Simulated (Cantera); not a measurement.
An isothermal, constant-pressure homogeneous reactor starts with C2H6 : N2 = 1 : 13 (molar parts), at 1700 K and 25000 Pa. Integrator tolerance rtol = 1e-08.

Computed with Cantera and GRI-Mech 3.0 (53 species, 325 reactions). GRI-Mech 3.0 stops at C3 and has no aromatics, soot or wall deposition, so with more carbon than oxygen in the feed, carbon stays in small species such as C2H2 where larger ones or solid carbon would form.

### Question
What does this change do: pressure from 25000 Pa to 400 Pa?

### Answer
| quantity | before | after |
|---|---|---|
| x(C2H6) at 2.00 s | 2.00e-8 (gas-phase equilibrium 2.49e-9) | 1.78e-7 (gas-phase equilibrium <1e-12) |
| x(C2H4) at 2.00 s | 9.32e-5 (gas-phase equilibrium 3.53e-5) | 2.61e-5 (gas-phase equilibrium 5.67e-7) |
| x(CH4) at 2.00 s | 0.000708 (gas-phase equilibrium 0.000214) | 0.00443 (gas-phase equilibrium 3.42e-6) |
| x(CH3) at 2.00 s | 1.20e-5 (gas-phase equilibrium 3.64e-6) | 0.000232 (gas-phase equilibrium 4.61e-7) |
| x(H) at 2.00 s | 0.000104 (gas-phase equilibrium 0.000105) | 0.000310 (gas-phase equilibrium 0.000828) |
| x(C2H) at 2.00 s | 2.91e-7 (gas-phase equilibrium 1.10e-7) | 8.81e-7 (gas-phase equilibrium 8.73e-7) |
| x(C2H2) at 2.00 s | 0.0621 (gas-phase equilibrium 0.0235) | 0.0604 (gas-phase equilibrium 0.0235) |
Radical loss at walls, strong at low pressure, is not modelled.

### Question
What does this change do: pressure from 25000 Pa to 130 Pa?

### Answer
```tsv
quantity	before	after
x(C2H6) at 2.00 s	2.00e-8 (gas-phase equilibrium 2.49e-9)	2.57e-7 (gas-phase equilibrium <1e-12)
x(C2H4) at 2.00 s	9.32e-5 (gas-phase equilibrium 3.53e-5)	6.86e-5 (gas-phase equilibrium 1.84e-7)
x(CH4) at 2.00 s	0.000708 (gas-phase equilibrium 0.000214)	0.00775 (gas-phase equilibrium 1.11e-6)
x(CH3) at 2.00 s	1.20e-5 (gas-phase equilibrium 3.64e-6)	0.000376 (gas-phase equilibrium 2.62e-7)
x(H) at 2.00 s	0.000104 (gas-phase equilibrium 0.000105)	0.000276 (gas-phase equilibrium 0.00145)
x(C2H) at 2.00 s	2.91e-7 (gas-phase equilibrium 1.10e-7)	7.98e-7 (gas-phase equilibrium 1.53e-6)
x(C2H2) at 2.00 s	0.0621 (gas-phase equilibrium 0.0235)	0.0588 (gas-phase equilibrium 0.0235)
```
Radical loss at walls, strong at low pressure, is not modelled.

### Question
What does this change do: temperature 1700 to 1075 K?

### Answer
```csv
quantity,before,after
x(C2H6) at 2.00 s,2.00e-8 (gas-phase equilibrium 2.49e-9),0.00251 (gas-phase equilibrium 4.88e-5)
x(C2H4) at 2.00 s,9.32e-5 (gas-phase equilibrium 3.53e-5),0.0561 (gas-phase equilibrium 0.00860)
x(CH4) at 2.00 s,0.000708 (gas-phase equilibrium 0.000214),0.00528 (gas-phase equilibrium 0.0649)
x(CH3) at 2.00 s,1.20e-5 (gas-phase equilibrium 3.64e-6),4.98e-7 (gas-phase equilibrium 2.06e-7)
x(H) at 2.00 s,0.000104 (gas-phase equilibrium 0.000105),2.55e-7 (gas-phase equilibrium 4.96e-9)
x(C2H) at 2.00 s,2.91e-7 (gas-phase equilibrium 1.10e-7),<1e-12 (gas-phase equilibrium <1e-12)
x(C2H2) at 2.00 s,0.0621 (gas-phase equilibrium 0.0235),0.00540 (gas-phase equilibrium 0.0115)
```
